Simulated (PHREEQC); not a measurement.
Consider water at 20 °C with 0.0044 mol KOH, 0.00057 mol K2SiO3 and 0.0014 mol (CH3)4NCl per kg of water. Closed to the air; pH follows from the charge balance.

The numbers come from PHREEQC with the ion-association model, phreeqc.dat.

- pH = 11.82
- ionic strength = 0.00696 mol/kgw
- total alkalinity = 5.54 meq/kg

```json
[
 {"species": "K+", "molality": "0.00554", "activity": "0.00507", "log γ": "-0.038"},
 {"species": "OH-", "molality": "0.00495", "activity": "0.00453", "log γ": "-0.039"},
 {"species": "Cl-", "molality": "0.00140", "activity": "0.00128", "log γ": "-0.038"},
 {"species": "(CH3)4N+", "molality": "0.00140", "activity": "0.00128", "log γ": "-0.038"},
 {"species": "H3SiO4-", "molality": "0.000541", "activity": "0.000496", "log γ": "-0.038"},
 {"species": "H2SiO4-2", "molality": "2.24e-5", "activity": "1.60e-5", "log γ": "-0.147"},
 {"species": "H4SiO4", "molality": "6.07e-6", "activity": "6.08e-6", "log γ": "0.001"}
]
```

Precipitation was switched off in this run. Species that the database lacks are ignored. (CH3)4N+ isn't in the database: it is added as a free cation with an ion size of 4 Å.
